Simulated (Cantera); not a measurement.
A closed system holds: 1 mol CH3SiCl3, 0.006 mol C2H4, a varied amount of H2, at 1825 K and 75.0 Torr.

Cantera equilibrium calculation (NASA polynomials, part measured and part estimated; ideal gas, pure solids and liquids). Candidate condensed phases: C, C6H6, C7H8, C8H18, Si, SiC; 109 gas species. The feed counts by its element totals alone. The numbers say what is thermodynamically allowed, not how fast it happens.

Q: Which condensed phases are stable at each of these points (n(H2) (mol)): 23, 38, 60, 97, 160, 250, 410, 650, 1100?

A: 
| n(H2) (mol) | condensed phases | Si condensed (%) |
|---|---|---|
| 23 | C(graphite) + SiC(s) | 96.9 |
| 38 | C(graphite) + SiC(s) | 98.1 |
| 60 | SiC(s) | 98.7 |
| 97 | SiC(s) | 98.8 |
| 160 | SiC(s) | 99.0 |
| 250 | SiC(s) | 99.0 |
| 410 | SiC(s) | 99.0 |
| 650 | SiC(s) | 98.7 |
| 1100 | SiC(s) | 98.0 |

From 23 mol H2 to 38 mol H2 the condensed part is C(graphite) + SiC(s). From 60 mol H2 to 1100 mol H2 the condensed part is SiC(s).
